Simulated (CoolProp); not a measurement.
A single-stage vapour-compression cycle with the fluid: evaporating at 327.15 K (dew point), condensing at 352.15 K (bubble point), superheat 5 K, subcooling 5 K, compressor efficiency 0.9, no pressure losses. The same conditions are run with several fluids, on thermodynamics alone (safety and materials aside).

Values from CoolProp's reference Helmholtz-energy equation of state of each fluid (isobutane: Bücker 2006; R114: Platzer 1990; R123: Younglove 1994; trans-2-butene: Lemmon 2005; R1224YDZ: Akasaka 2023; R227EA: Lemmon 2016). The equations of Platzer and Polt are older, rougher fits.

```tsv
fluid	cooling COP	pressure ratio	discharge temperature (K)	refrigerating effect (kJ/kg)	volumetric capacity (kJ/m³)
isobutane	10.3	[?]	353.9	[?]	4700
R114	10.5	1.83	352.2	98.2	3430
R123	[?]	1.99	354.8	141	2020
trans-2-butene	10.7	1.82	[?]	306	3790
R1224YDZ	10.7	1.93	[?]	129	2880
R227EA	9.26	1.79	353.6	[?]	5720
```

Problem. Fill in the missing entries.

Solution. 
- isobutane, pressure ratio: 1.74
- isobutane, refrigerating effect (kJ/kg): 249
- R123, cooling COP: 11.0
- trans-2-butene, discharge temperature (K): 356.0
- R1224YDZ, discharge temperature (K): 353.0
- R227EA, refrigerating effect (kJ/kg): 71.0

The compression ends wet for: R114.
